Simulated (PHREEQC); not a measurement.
0.023 g of hydrous ferric oxide (600 m²/g; 0.2 weak and 0.005 strong sites per Fe, Dzombak-Morel constants, diffuse double layer) in 1 kg of water with 0.01 mol/kgw of an inert sodium salt, at 25 °C; the pH is set by adding NaOH or the inert anion's acid. Oxygen alone is held at its pressure in air (log pO2 = -0.68). The system is closed to CO2. Nothing may precipitate in this run.

Base run: PHREEQC, ion-association model, wateq4f.dat. Each further column changes one thing. The table gives surface charge σ (C/m²).

```json
[
 {"pH": "3", "base": "0.324", "background salt from 0.01 to 0.001 mol/kgw": "0.252", "oxide from 0.023 to 0.11 g/kgw": "0.325", "1.8e-05 mol/kgw Na2SO4 added": "0.128"},
 {"pH": "4", "base": "0.216", "background salt from 0.01 to 0.001 mol/kgw": "0.117", "oxide from 0.023 to 0.11 g/kgw": "0.216", "1.8e-05 mol/kgw Na2SO4 added": "0.098"},
 {"pH": "5", "base": "0.113", "background salt from 0.01 to 0.001 mol/kgw": "0.050", "oxide from 0.023 to 0.11 g/kgw": "0.113", "1.8e-05 mol/kgw Na2SO4 added": "0.063"},
 {"pH": "6", "base": "0.049", "background salt from 0.01 to 0.001 mol/kgw": "0.019", "oxide from 0.023 to 0.11 g/kgw": "0.050", "1.8e-05 mol/kgw Na2SO4 added": "0.038"},
 {"pH": "7", "base": "0.017", "background salt from 0.01 to 0.001 mol/kgw": "0.006", "oxide from 0.023 to 0.11 g/kgw": "0.017", "1.8e-05 mol/kgw Na2SO4 added": "0.017"},
 {"pH": "8", "base": "0.001", "background salt from 0.01 to 0.001 mol/kgw": "0.000", "oxide from 0.023 to 0.11 g/kgw": "0.001", "1.8e-05 mol/kgw Na2SO4 added": "0.001"},
 {"pH": "9", "base": "-0.013", "background salt from 0.01 to 0.001 mol/kgw": "-0.004", "oxide from 0.023 to 0.11 g/kgw": "-0.013", "1.8e-05 mol/kgw Na2SO4 added": "-0.013"},
 {"pH": "10", "base": "-0.040", "background salt from 0.01 to 0.001 mol/kgw": "-0.015", "oxide from 0.023 to 0.11 g/kgw": "-0.040", "1.8e-05 mol/kgw Na2SO4 added": "-0.040"},
 {"pH": "11", "base": "-0.099", "background salt from 0.01 to 0.001 mol/kgw": "-0.054", "oxide from 0.023 to 0.11 g/kgw": "-0.099", "1.8e-05 mol/kgw Na2SO4 added": "-0.099"}
]
```

The oxide is taken as insoluble; below pH 4 it would dissolve.
